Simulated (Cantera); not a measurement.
An isothermal, constant-pressure homogeneous reactor starts with N₂O = 1 (molar parts), at 1225 K and 10.00 Torr.

Cantera simulation using GRI-Mech 3.0 (53 species, 325 reactions); the numbers are that mechanism's predictions, not measurements. GRI-Mech 3.0 was tuned for natural gas; its chemistry of N2O as a main component is partial and can be far from experiment. Radical loss at walls, strong at low pressure, is not modelled. The mechanism lacks the step 2 NO + O2 → 2 NO2, which can matter for NO2 below about 1400 K. The temperature is held fixed by assumption; the heat of reaction is taken as removed at once.

x: mole fraction; the columns are a selection and need not sum to one.

```json
[
 {"t (s)": "4.00e-5", "x N₂O": "1.000", "x O₂": "1.10e-8", "x O": "2.49e-7", "x N₂": "2.73e-7", "x NO₂": "<1e-12", "x NO": "2.87e-9"},
 {"t (s)": "0.000198", "x N₂O": "1.000", "x O₂": "2.37e-7", "x O": "1.03e-6", "x N₂": "1.53e-6", "x NO₂": "<1e-12", "x NO": "6.16e-8"},
 {"t (s)": "0.000976", "x N₂O": "1.000", "x O₂": "3.50e-6", "x O": "2.43e-6", "x N₂": "9.88e-6", "x NO₂": "<1e-12", "x NO": "9.11e-7"},
 {"t (s)": "0.00482", "x N₂O": "1.000", "x O₂": "2.55e-5", "x O": "2.68e-6", "x N₂": "5.71e-5", "x NO₂": "3.15e-12", "x NO": "6.65e-6"},
 {"t (s)": "0.0238", "x N₂O": "1.000", "x O₂": "…", "x O": "2.68e-6", "x N₂": "…", "x NO₂": "8.82e-11", "x NO": "…"},
 {"t (s)": "0.118", "x N₂O": "0.998", "x O₂": "0.000677", "x O": "2.68e-6", "x N₂": "0.00145", "x NO₂": "2.10e-9", "x NO": "0.000176"},
 {"t (s)": "0.581", "x N₂O": "0.989", "x O₂": "0.00334", "x O": "2.68e-6", "x N₂": "0.00711", "x NO₂": "4.17e-8", "x NO": "0.000869"},
 {"t (s)": "2.87", "x N₂O": "0.946", "x O₂": "0.0160", "x O": "2.68e-6", "x N₂": "0.0341", "x NO₂": "4.81e-7", "x NO": "0.00417"},
 {"t (s)": "14.2", "x N₂O": "0.766", "x O₂": "0.0690", "x O": "2.68e-6", "x N₂": "0.147", "x NO₂": "3.03e-6", "x NO": "0.0180"},
 {"t (s)": "70.0", "x N₂O": "…", "x O₂": "…", "x O": "2.65e-6", "x N₂": "…", "x NO₂": "…", "x NO": "…"}
]
```

Task: What belongs in the gaps?

Result: 
- 0.0238, x O₂: 0.000135
- 0.0238, x N₂: 0.000291
- 0.0238, x NO: 3.53e-5
- 70.0, x N₂O: 0.309
- 70.0, x O₂: 0.204
- 70.0, x N₂: 0.434
- 70.0, x NO₂: 1.30e-5
- 70.0, x NO: 0.0530
